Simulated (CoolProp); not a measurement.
A single-stage vapour-compression cycle with fluoroethane (R161): evaporating at 262.15 K (dew point), condensing at 291.15 K (bubble point), superheat 10 K, subcooling 8 K, compressor efficiency 0.6, no pressure losses. Each further row changes one setting.

Values from CoolProp's reference Helmholtz-energy equation of state, Wu 2012.

| case | cooling COP | pressure ratio | discharge temperature (K) | refrigerating effect (kJ/kg) | volumetric capacity (kJ/m³) |
|---|---|---|---|---|---|
| as stated | 4.99 | 2.54 | 334.8 | 361 | 2450 |
| evaporating temperature 267.15 K | 6.25 | 2.13 | 328.3 | 365 | 2940 |
| condensing temperature 286.15 K | 6.15 | 2.20 | 325.0 | 372 | 2530 |
| subcooling 13 K | 5.14 | 2.54 | 334.8 | 372 | 2530 |
| superheat 20 K | 4.95 | 2.54 | 345.4 | 374 | 2430 |
| compressor efficiency 0.5 | 4.16 | 2.54 | 344.5 | 361 | 2450 |
